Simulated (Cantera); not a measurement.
Cantera run:

```python
import numpy as np
import cantera as ct

gas_names = """
    CL CL2 H HCL H2 N NH NH2 NH3 N2 N2H2 N2H4 Si SiCL SiCL2 SiCL3 SiCL4 SiH SiHCL3 SiH2 SiH2CL2 SiH3
    SiH3CL SiH4 SiN Si2 Si2N Si3
""".split()
cond_names = """
    NH4CL(a) NH4CL(b) Si(cr) Si(L) Si3N4(a)
""".split()


# ... load() reads the species with a 1 bar reference pressure and builds the phases ...
atoms = {
    'SiH2Cl2': {'Si': 1, 'H': 2, 'CL': 2},
    'NH3': {'N': 1, 'H': 3},
    'N2': {'N': 2},
}
top_T = {'Si3N4(a)': 2400}  # K; cautious upper limits of use, not melting points


# ... equilibrate(T, P, feed) seeds the gas with the atoms and calls Mixture.equilibrate('TP', solver="vcs", rtol=1e-11, max_steps=5000) ...
results = []
feed = {'SiH2Cl2': 1, 'NH3': 0.12, 'N2': 34}  # mol
T = 873  # K
P = 1333.22  # Pa
mix = equilibrate(T, P, feed)
results.append((T, P, feed, dict(zip(mix.species_names, mix.species_moles))))
print(gas.report(threshold=1e-06))
for i in range(1, mix.n_phases):
    print(f"{mix.phase(i).name:16s} {mix.phase_moles(i):12.5e} mol")
```

It prints:

```
       temperature   873 K
          pressure   1333.2 Pa
           density   0.0052429 kg/m^3
  mean mol. weight   28.544 kg/kmol
   phase of matter   gas

                          1 kg             1 kmol
                     ---------------   ---------------
          enthalpy        3.9596e+05        1.1302e+07  J
   internal energy        1.4167e+05        4.0438e+06  J
           entropy              9166        2.6164e+05  J/K
    Gibbs function       -7.6059e+06       -2.1711e+08  J
 heat capacity c_p            1125.2             32117  J/K
 heat capacity c_v            833.88             23803  J/K

                      mass frac. Y      mole frac. X     chem. pot. / RT
                     ---------------   ---------------   ---------------
               HCL          0.054872          0.042962           -44.128
                H2        0.00082817          0.011726           -25.942
                N2           0.92448           0.94198           -28.901
             SiCL4          0.019812         0.0033289           -146.02
            SiHCL3        9.2335e-06         1.946e-06           -127.83
     [  +23 minor]        1.9833e-06        4.4386e-07

Si(cr)            0.00000e+00 mol
Si3N4(a)          2.93875e-01 mol
```

Method: chemical equilibrium by Gibbs-energy minimisation in Cantera with the NASA 1993 tables (ideal gas, pure condensed phases).
